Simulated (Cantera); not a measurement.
An adiabatic, constant-volume homogeneous reactor starts with CH₄ : CO : O₂ : N₂ = 1 : 0.063 : 1.35 : 5.09 (molar parts), at 1323 K and 100000 Pa. Integrator tolerance rtol = 1e-08.

Detailed kinetics in Cantera: GRI-Mech 3.0 (53 species, 325 reactions).

```json
[
 {"quantity": "time of steepest temperature rise", "before": "10.7 ms", "after": "0.639 s"},
 {"quantity": "temperature at 3.00 s", "before": "2849 K", "after": "2734 K"},
 {"quantity": "equilibrium temperature", "before": "2849 K", "after": "2734 K"},
 {"quantity": "x(CH₄) at 3.00 s", "before": "1.12e-12 (gas-phase equilibrium 1.32e-12)", "after": "2.19e-12 (gas-phase equilibrium 2.53e-12)"},
 {"quantity": "x(CO) at 3.00 s", "before": "0.0976 (gas-phase equilibrium 0.0976)", "after": "0.0962 (gas-phase equilibrium 0.0962)"},
 {"quantity": "x(O₂) at 3.00 s", "before": "0.00142 (gas-phase equilibrium 0.00142)", "after": "0.000541 (gas-phase equilibrium 0.000541)"},
 {"quantity": "x(CH₂) at 3.00 s", "before": "2.06e-12 (gas-phase equilibrium 2.17e-12)", "after": "1.45e-12 (gas-phase equilibrium 1.55e-12)"},
 {"quantity": "x(H₂O) at 3.00 s", "before": "0.156 (gas-phase equilibrium 0.156)", "after": "0.164 (gas-phase equilibrium 0.164)"},
 {"quantity": "x(CH₃) at 3.00 s", "before": "4.37e-12 (gas-phase equilibrium 5.14e-12)", "after": "5.36e-12 (gas-phase equilibrium 6.19e-12)"}
]
```

### Question
Name the change that produced these shifts.
A. initial temperature 1323 to 1050 K
B. CH4 1 to 2.5 parts
C. constant pressure in place of constant volume
D. pressure from 100000 Pa to 210000 Pa

### Answer
A, initial temperature 1323 to 1050 K
